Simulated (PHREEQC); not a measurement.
Consider water at 10 °C with 0.0032 mol NaH2PO4 and 0.0019 mol K2HPO4 per kg of water. It is in equilibrium with CO2 at log p = -3.4 (atm). Otherwise closed; pH follows from the charge balance.

Computed with PHREEQC (ion-association model, phreeqc.dat).

| Quantity | Result |
|---|---|
| pH | 6.87 |
| ionic strength | 0.00881 mol/kgw |
| specific conductance | 460 µS/cm |
| total alkalinity | 1.90 meq/kg |

```
species  molality  activity   log γ
-------  --------  --------  ------
K+        0.00379   0.00344  -0.042
H2PO4-    0.00326   0.00297  -0.040
Na+       0.00319   0.00291  -0.041
HPO4-2    0.00182   0.00126  -0.162
HCO3-     6.00e-5   5.47e-5  -0.040
CO2       2.14e-5   2.14e-5   0.001
```

No solid was allowed to form. Constants without temperature data keep their 25 °C values here.
